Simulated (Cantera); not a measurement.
A perfectly stirred reactor is fed with 4.07 % CH4, 84.9 % H2, 11.0 % H, at 20.3 Torr; it is held at 1523 K, and followed from long to short residence time.

Detailed kinetics in Cantera: GRI-Mech 3.0 (53 species, 325 reactions). GRI-Mech 3.0 stops at C3 and has no aromatics, soot or wall deposition, so with more carbon than oxygen in the feed, carbon stays in small species such as C2H2 where larger ones or solid carbon would form. Radical loss at walls, strong at low pressure, is not modelled.

Predict: x(CH4) at τ = 1.70 s; x(H2) at τ = 1.70 s; x(H) at τ = 1.70 s; x(CH3) at τ = 1.70 s; x(C2H6) at τ = 1.70 s; x(CH4) at τ = 42.0 ms; x(H2) at τ = 42.0 ms; x(H) at τ = 42.0 ms; x(CH3) at τ = 42.0 ms; x(C2H6) at τ = 42.0 ms.


```json
{
 "x(CH4) at τ = 1.70 s": "0.0135",
 "x(H2) at τ = 1.70 s": "0.971",
 "x(H) at τ = 1.70 s": "0.00110",
 "x(CH3) at τ = 1.70 s": "0.000307",
 "x(C2H6) at τ = 1.70 s": "3.44e-6",
 "x(CH4) at τ = 42.0 ms": "0.0197",
 "x(H2) at τ = 42.0 ms": "0.963",
 "x(H) at τ = 42.0 ms": "0.00511",
 "x(CH3) at τ = 42.0 ms": "0.00208",
 "x(C2H6) at τ = 42.0 ms": "3.14e-5"
}
```
